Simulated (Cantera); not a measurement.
Input (Python, Cantera):

```python
import numpy as np
import cantera as ct

gas = ct.Solution("gri30.yaml")
gas.TPX = 475, 101325, {'H2': 1, 'O2': 0.312, 'N2': 1.16}
inlet = ct.Reservoir(gas, clone=True)
gas.equilibrate("HP")  # start burning
reactor = ct.IdealGasConstPressureReactor(gas, energy="on", clone=False)
exhaust = ct.Reservoir(gas, clone=True)
tau = [0.13, 0.045, 0.016, 0.0059, 0.0021, 0.00077, 0.00028, 0.0001, 3.6e-05, 1.3e-05, 4.7e-06][0]
for a, b in ((inlet, reactor), (reactor, exhaust)):
    ct.MassFlowController(a, b, mdot=lambda t: reactor.mass / tau)
net = ct.ReactorNet([reactor])
show = ['H2', 'O2', 'H2O2', 'NO', 'N2O']

rows = []
print(f"{'tau/s':>10s}{'T/K':>9s}" + "".join(f"{s:>11s}" for s in show))
for tau in [0.13, 0.045, 0.016, 0.0059, 0.0021, 0.00077, 0.00028, 0.0001, 3.6e-05, 1.3e-05, 4.7e-06]:
    net.initial_time = 0.0
    net.advance(30 * tau)
    before = gas.X
    net.advance(40 * tau)
    drift = np.max(np.abs(gas.X - before) / (gas.X + 1e-9))
    rows.append([gas.T, *gas[show].X, drift])
    print(f"{tau:10.3e}{gas.T:9.1f}" + "".join(f"{x:11.3e}" for x in gas[show].X))
```

Result:

```
     tau/s      T/K         H2         O2       H2O2         NO        N2O
 1.300e-01   2330.3  1.716e-01  3.534e-05  8.432e-09  1.205e-04  5.800e-09
 4.500e-02   2319.5  1.709e-01  6.239e-05  1.256e-08  1.085e-04  5.650e-09
 1.600e-02   2297.4  1.697e-01  1.235e-04  2.181e-08  9.095e-05  5.586e-09
 5.900e-03   2259.1  1.676e-01  2.543e-04  3.922e-08  7.142e-05  5.745e-09
 2.100e-03   2194.6  1.643e-01  5.488e-04  7.195e-08  5.344e-05  6.325e-09
 7.700e-04   2100.3  1.597e-01  1.138e-03  1.333e-07  4.120e-05  7.492e-09
 2.800e-04   1968.6  1.537e-01  2.270e-03  2.681e-07  3.249e-05  9.210e-09
 1.000e-04   1798.5  1.471e-01  4.433e-03  5.945e-07  2.308e-05  1.099e-08
 3.600e-05   1602.1  1.453e-01  9.301e-03  1.269e-06  1.275e-05  1.233e-08
 1.300e-05   1357.0  1.850e-01  2.949e-02  2.124e-06  3.854e-06  1.268e-08
 4.700e-06    475.0  4.045e-01  1.262e-01 -1.567e-18 -1.269e-20 -5.227e-23
```

Cantera simulation using GRI-Mech 3.0 (53 species, 325 reactions); the numbers are that mechanism's predictions, not measurements.
